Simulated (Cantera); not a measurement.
Input: 1 mol Al(CH3)3, 0.84 mol NH3, 4.2 mol N2, at 0.133 bar.

Cantera equilibrium calculation (NASA polynomials, part measured and part estimated; ideal gas, pure solids and liquids). Candidate condensed phases: Al, AlN, C, C6H6, C7H8, C8H18; 97 gas species. The feed counts by its element totals alone. The numbers say what is thermodynamically allowed, not how fast it happens.

### Question
At 2125 K, list the 4 most abundant gas species with their mole fractions, and the condensed phases.

### Answer
H2 0.564, N2 0.409, HCN 0.0112, H 0.00747. Condensed: AlN(s) + C(graphite).
